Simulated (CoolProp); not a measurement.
Vapour-liquid equilibrium of R143a (1) + isobutene (2) at 14.75 °C; x and y are mole fractions of (1).

The numbers come from the multi-fluid Helmholtz-energy mixture model, Lemmon and Jacobsen 2000 and Lemmon 2005; pair parameters Bell 2016 in CoolProp.

```json
[
 {"x": "0.05", "bubble pressure (bar)": "3.071", "y at the bubble point": "0.295", "dew pressure at overall composition x (bar)": "2.320", "liquid density (mol/L)": "10.74"},
 {"x": "0.2", "bubble pressure (bar)": "4.938", "y at the bubble point": "0.594", "dew pressure at overall composition x (bar)": "2.730", "liquid density (mol/L)": "10.82"},
 {"x": "0.35", "bubble pressure (bar)": "6.146", "y at the bubble point": "0.704", "dew pressure at overall composition x (bar)": "3.307", "liquid density (mol/L)": "10.90"},
 {"x": "0.5", "bubble pressure (bar)": "7.048", "y at the bubble point": "0.772", "dew pressure at overall composition x (bar)": "4.165", "liquid density (mol/L)": "11.00"},
 {"x": "0.65", "bubble pressure (bar)": "7.831", "y at the bubble point": "0.831", "dew pressure at overall composition x (bar)": "5.509", "liquid density (mol/L)": "11.11"},
 {"x": "0.8", "bubble pressure (bar)": "8.584", "y at the bubble point": "0.894", "dew pressure at overall composition x (bar)": "7.426", "liquid density (mol/L)": "11.27"},
 {"x": "0.95", "bubble pressure (bar)": "9.328", "y at the bubble point": "0.970", "dew pressure at overall composition x (bar)": "9.149", "liquid density (mol/L)": "11.47"}
]
```

No azeotrope shows between x = 0.05 and 0.95.

Pair parameters are fitted to limited data, so mixtures are less certain than the pure fluids.
